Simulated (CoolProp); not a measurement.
Properties of CH3F (R41) along the isobar 87 bar.

Computed with CoolProp (reference Helmholtz-energy equation of state, Lemmon 2006). It is a short technical equation, of lower accuracy than the large ones.

```tsv
T (K)	phase	isothermal compressibility (1/MPa)	expansivity (1/kK)
166.5	liquid	0.0009694	1.945
191.5	liquid	0.001323	2.161
216.4	liquid	0.001880	2.477
241.4	liquid	0.002840	2.961
266.4	liquid	0.004732	3.775
291.3	liquid	0.009451	5.426
316.3	liquid	0.03147	11.08
341.3	supercritical	0.3240	37.72
366.2	supercritical	0.1967	12.05
391.2	supercritical	0.1612	7.255
416.2	supercritical	0.1457	5.326
```
